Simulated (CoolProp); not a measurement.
1000 sccm (0 °C, 1 atm) of nitrogen bubbles through liquid dimethyl carbonate at 325.9 K and leaves saturated at a total pressure of 0.0586 MPa (ideal gas phase). Each further row changes one setting.

Values from CoolProp's reference Helmholtz-energy equation of state, Zhou 2011.

```json
[
 {"case": "as stated", "vapour pressure (kPa)": "26.1", "mole fraction of vapour": "0.445", "delivery (mg/min)": "3230", "delivery (sccm)": "803", "change of delivery for a bath 1 K warmer (%)": "7.9"},
 {"case": "bath temperature 330.9 K", "vapour pressure (kPa)": "32.0", "mole fraction of vapour": "0.546", "delivery (mg/min)": "4830", "delivery (sccm)": "1200", "change of delivery for a bath 1 K warmer (%)": "9.4"},
 {"case": "total pressure 0.117 MPa", "vapour pressure (kPa)": "26.1", "mole fraction of vapour": "0.223", "delivery (mg/min)": "1150", "delivery (sccm)": "287", "change of delivery for a bath 1 K warmer (%)": "5.5"}
]
```
